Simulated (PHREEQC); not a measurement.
Consider water at 25 °C with 0.0026 mol HF, 0.054 mol KF, 1.7e-06 mol H4SiO4 and 0.037 mol HCl per kg of water. Closed to the air; pH follows from the charge balance.

Equilibrium calculation in PHREEQC: ion-association model, wateq4f.dat.

No solid was allowed to form.

### Question
Estimate the pH, ionic strength.

### Answer
pH 2.81; ionic strength 0.0558 mol/kgw.

### Question
In which forms is F present?

### Answer
HF 54 %, F- 30 %, H2F2 8.8 %, HF2- 7.1 % of the F.

Complexes and solids missing from the database can't appear. wateq4f.dat counts part of the HF as a dimer, H2F2, which phreeqc.dat doesn't know; its constant is uncertain. SiF6-2 is the database's only silicon fluoride.
